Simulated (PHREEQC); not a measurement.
# Geothermal or formation water

A made-up water analysis in mmol/kgw, 75 °C, pH 6.25, pe -1.3: Na 146; K 0.0179; Ca 4.99; Mg 3.03; Cl 136; S(6) 10.5; Alkalinity (meq/kgw) 0.000237; Si 0.0174; Br 4.39.

Valence states are taken as typed.

Computed with PHREEQC (ion-association model, wateq4f.dat).

No solid was allowed to form.

**Question.** Estimate the charge-balance error.

**Answer.** charge-balance error 0.2 %.

**Question.** In which forms is S present?

**Answer.** SO4-2 67 %, NaSO4- 17 %, MgSO4 8.6 %, CaSO4 6.9 % of the S.

Constants without temperature data keep their 25 °C values here.
